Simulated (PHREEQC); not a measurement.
Make-up at 20 °C: 0.0048 mol/kgw MgCl2 and 0.0003 mol/kgw Na2SO4. It is in equilibrium with CO2 at log p = 0 (atm). Otherwise closed; pH follows from the charge balance.

Equilibrium calculation in PHREEQC: ion-association model, phreeqc.dat.

This is a speciation only: nothing precipitates in the calculation.

Order these S species by the share of S that they hold, largest first: HSO4-, NaSO4-, SO4-2, MgSO4.

SO4-2 (72 %), MgSO4 (27 %), HSO4- (0.57 %), NaSO4- (0.13 %)

The pH is 3.89 and the ionic strength 0.0151 mol/kgw.
